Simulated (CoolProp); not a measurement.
Neopentane at several states: Z from the reference equation and from simpler models built on Tc = 433.7 K, pc = 3.196 MPa, ω = 0.196; each cubic takes its own stable root.

The numbers come from the reference Helmholtz-energy equation of state, Lemmon 2006 in CoolProp. It is a short technical equation, of lower accuracy than the large ones.

| T (K) | p (MPa) | phase | reference | Redlich-Kwong | Soave-Redlich-Kwong |
|---|---|---|---|---|---|
| 318.2 | 0.917 | liquid | 0.04444 | 0.04884 | 0.04734 |
| 276.5 | 0.337 | liquid | 0.01740 | 0.01879 | 0.01835 |
| 505.5 | 7.71 | supercritical | 0.5073 | 0.5207 | 0.5680 |
| 469.2 | 0.0299 | gas | 0.9976 | 0.9975 | 0.9975 |
